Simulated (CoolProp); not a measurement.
C3F8 (R218) along the isotherm 19.75 °C: density (kg/m³) from the reference equation and from simpler models built on Tc = 71.9 °C, pc = 2.640 MPa, ω = 0.317; each cubic takes its own stable root.

Computed with CoolProp (reference Helmholtz-energy equation of state, Lemmon 2006). It is a short technical equation, of lower accuracy than the large ones.

```csv
p (MPa),phase,reference,van der Waals,Redlich-Kwong,Soave-Redlich-Kwong,Peng-Robinson
0.413,gas,35.48,34.41,35.08,35.39,35.66
0.825,liquid,1355,75.81,79.66,1235,1402
1.24,liquid,1361,131.7,1169,1247,1414
1.65,liquid,1367,850.1,1184,1257,1425
2.06,liquid,1372,866.0,1197,1267,1435
2.48,liquid,1378,880.0,1211,1277,1445
2.89,liquid,___,892.0,1222,1286,1454
3.3,liquid,1388,902.8,1233,1294,1463
3.71,liquid,1392,912.7,1244,1302,1471
4.13,liquid,1397,921.9,1254,1310,1479
4.54,liquid,1401,930.2,1263,1318,1487
4.95,liquid,1406,937.9,1272,1325,1494
5.36,liquid,___,945.2,1281,1332,1502
5.78,liquid,1414,952.2,1289,1338,1509
6.19,liquid,1418,___,1297,1345,1515
6.6,liquid,1421,964.7,1304,1351,1522
```

Q: What belongs in the gaps?

A: 
- 2.89, reference: 1383
- 5.36, reference: 1410
- 6.19, van der Waals: 958.6

At some of these states van der Waals, Redlich-Kwong gives the other phase, because its saturation line lies elsewhere.
